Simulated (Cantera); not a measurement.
Input: 1 mol HCl, 0.2 mol H₂O, 0.1 mol H₂, equilibrated at 10.0 Torr.

Method: chemical equilibrium by Gibbs-energy minimisation in Cantera with the NASA 1993 tables (ideal gas, pure condensed phases). Candidate condensed phases: H₂O; 14 gas species. Kinetics and transport are ignored.

log p: log10 of the partial pressure in bar; nothing condenses.

```
T (K)  log p HCl  log p H₂O  log p H₂    log p Cl     log p H
-----  ---------  ---------  --------  ----------  ----------
1798       -1.99      -2.69     -2.98       -4.08       -4.94
1848       -2.00      -2.69     -2.97  (withheld)  (withheld)
1898       -2.00      -2.69     -2.96  (withheld)  (withheld)
1948       -2.00      -2.69     -2.95       -3.60       -4.42
1998       -2.01      -2.70     -2.94       -3.47       -4.26
2048       -2.02      -2.70     -2.92       -3.34       -4.11
2098       -2.03      -2.71     -2.90       -3.22       -3.96
2148       -2.04      -2.71     -2.88       -3.12       -3.82
```

### Question
Fill in the missing entries.

### Answer

- 1848, log p Cl: -3.91
- 1848, log p H: -4.76
- 1898, log p Cl: -3.75
- 1898, log p H: -4.59
